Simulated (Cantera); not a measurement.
A perfectly stirred reactor is fed with H2 : O2 : N2 = 1 : 0.357 : 0.94 (molar parts), equivalence ratio 1.4, at 0.830 bar; it is adiabatic with a 350 K inlet, and is followed from long to short residence time, starting on the burning branch (τ in s: 0.4, 0.2, 0.099, 0.049, 0.024, 0.012, 0.006, 0.003, 0.0015, 0.00074, 0.00037, 0.00018, 9.1e-05).

Detailed kinetics in Cantera: GRI-Mech 3.0 (53 species, 325 reactions).

**Question.** Predict: blow-out, bracketed by the residence times tried; x(H2) at τ = 0.400 s; x(O2) at τ = 0.400 s; x(H2O) at τ = 0.400 s; x(O) at τ = 0.400 s; x(HO2) at τ = 0.400 s; x(H2) at τ = 6.00 ms; x(O2) at τ = 6.00 ms; x(H2O) at τ = 6.00 ms; x(O) at τ = 6.00 ms; x(HO2) at τ = 6.00 ms.

**Answer.** 
| Property | Result |
|---|---|
| blow-out, bracketed by the residence times tried | burning at 91.0 µs, the shortest tried |
| x(H2) at τ = 0.400 s | 0.145 |
| x(O2) at τ = 0.400 s | 0.000411 |
| x(H2O) at τ = 0.400 s | 0.355 |
| x(O) at τ = 0.400 s | 0.000408 |
| x(HO2) at τ = 0.400 s | 2.70e-7 |
| x(H2) at τ = 6.00 ms | 0.143 |
| x(O2) at τ = 6.00 ms | 0.000955 |
| x(H2O) at τ = 6.00 ms | 0.349 |
| x(O) at τ = 6.00 ms | 0.000864 |
| x(HO2) at τ = 6.00 ms | 5.91e-7 |
